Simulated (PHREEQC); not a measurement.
**Polishing slurry liquid: an equilibrium model**

Make-up at 25 °C: 0.0255 mol/kgw TMAH. Closed to the air; pH follows from the charge balance.

Computed with PHREEQC (ion-association model, wateq4f.dat).

Precipitation was switched off in this run.

Q: Estimate the pH.

A: pH 12.34.

(CH3)4N+ isn't in the database: it is added as a free cation with an ion size of 4 Å.
